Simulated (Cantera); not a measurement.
Input: 1 mol c-C₄F₈, a varied amount of Si, 0.34 mol H₂, held at 2773 K and 79.0 mbar.

Points: n(Si) (mol) = 0.0083, 0.012, 0.018, 0.026, 0.038, 0.055, 0.081, 0.12, 0.17, 0.25, 0.37, 0.54.

Cantera's Mixture.equilibrate('TP', solver="vcs", rtol=1e-11, max_steps=5000) on the NASA tables stopped like this:

```
ERROR: FAILURE its = 5001!

*******************************************************************************
CanteraError thrown by MultiPhase::equilibrate:
VCS solver failed. Return code: -1
*******************************************************************************
```

What got this run through?

One answer among several that fit: The failure is numerical, not chemical. The same input converged with solver="gibbs", rtol=1e-10, max_steps=50000, and the result passed a check of the equilibrium conditions:
```
log10 of partial pressures in bar; condensed amounts in mol
     n(Si)         F       CF2        HF      SiF4        CF       CF4       CF3      SiF3     C(gr)
    0.0083    -1.427    -1.549    -2.027    -3.949    -2.587    -3.160    -3.282    -5.618     1.677
     0.012    -1.427    -1.550    -2.026    -3.789    -2.587    -3.161    -3.282    -5.458     1.682
     0.018    -1.428    -1.551    -2.026    -3.612    -2.587    -3.163    -3.284    -5.280      1.69
     0.026    -1.428    -1.552    -2.025    -3.451    -2.588    -3.165    -3.285    -5.119     1.701
     0.038    -1.429    -1.553    -2.023    -3.285    -2.589    -3.169    -3.288    -4.952     1.718
     0.055    -1.431    -1.556    -2.021    -3.122    -2.590    -3.173    -3.292    -4.788     1.741
     0.081    -1.432    -1.560    -2.018    -2.951    -2.592    -3.181    -3.298    -4.615     1.777
      0.12    -1.435    -1.566    -2.013    -2.776    -2.595    -3.193    -3.306    -4.437     1.831
      0.17    -1.439    -1.574    -2.007    -2.618    -2.599    -3.209    -3.318    -4.275       1.9
      0.25    -1.446    -1.587    -1.997    -2.441    -2.606    -3.236    -3.339    -4.091      2.01
      0.37    -1.457    -1.609    -1.981    -2.255    -2.617    -3.281    -3.372    -3.894     2.175
      0.54    -1.476    -1.646    -1.958    -2.068    -2.635    -3.354    -3.427    -3.689     2.407
```

The gas is ideal and each condensed phase is pure. The feed counts by its element totals alone. The tables' values for SiF3, SiF2 are old estimates; treat these amounts as uncertain. Gases not in the tables: C2F6 and larger saturated fluorocarbons.
